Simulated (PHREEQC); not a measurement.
Dissolve 0.21 mol CdSO4, 0.28 mol H3BO3 and 0.018 mol NiCl2 per kg of water at 25 °C. Closed to the air; pH follows from the charge balance.

All values are PHREEQC results (ion-association model, wateq4f.dat), not measurements.

Precipitation was switched off in this run.

Q: Order these Ni species by the share of Ni that they hold, largest first: Ni+2, NiSO4, NiCl+.

A: Ni+2 (61 %), NiSO4 (39 %), NiCl+ (0.48 %)

The pH is 5.01 and the ionic strength 0.378 mol/kgw. Complexes and solids missing from the database can't appear.
